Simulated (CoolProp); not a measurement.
A simple Rankine cycle with water: condensing at 303.15 K, boiler at 0.386 MPa, turbine inlet 420.4 K, turbine efficiency 0.7, pump efficiency 0.6, no recuperator. Each further row changes one setting.

Computed with CoolProp (reference Helmholtz-energy equation of state, Wagner 2002).

```
case                             thermal efficiency (%)  net work (kJ/kg)  heat in (kJ/kg)  turbine exit temperature (K)  volume ratio over the turbine
-------------------------------  ----------------------  ----------------  ---------------  ----------------------------  -----------------------------
as stated                                          17.4        (withheld)             2620                         303.1                           60.4
turbine inlet 440.4 K                              17.4        (withheld)             2670                         303.1                           58.2
condensing temperature 295.15 K                    18.6        (withheld)             2650                         295.1                     (withheld)
boiler pressure 0.27 MPa                           16.1               424             2630                         303.1                           42.6
turbine efficiency 0.6                       (withheld)        (withheld)             2620                         303.1                           62.2
```

Task: Some entries are withheld; supply them.

Result: 
- as stated, net work (kJ/kg): 456
- turbine inlet 440.4 K, net work (kJ/kg): 465
- condensing temperature 295.15 K, net work (kJ/kg): 493
- condensing temperature 295.15 K, volume ratio over the turbine: 93.6
- turbine efficiency 0.6, thermal efficiency (%): 14.9
- turbine efficiency 0.6, net work (kJ/kg): 391

The expansion ends wet for: as stated; turbine inlet 440.4 K; condensing temperature 295.15 K; boiler pressure 0.27 MPa; turbine efficiency 0.6.
